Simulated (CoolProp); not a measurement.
The numbers come from the reference Helmholtz-energy equation of state, Schmidt 1985 in CoolProp. Above 300 K oxygen's equation is extrapolated.

Q: For oxygen, give the phase and the cv (kJ/(kg K)), conductivity (mW/(m K)) at 647.2 K and 2.57 MPa; 964.4 K and 0.141 MPa.

A: 
- 647.2 K and 2.57 MPa: gas; cv 0.758, conductivity 51.2
- 964.4 K and 0.141 MPa: gas; cv 0.825, conductivity 69.5

Thermal conductivity comes from a separate model (Lemmon 2004).
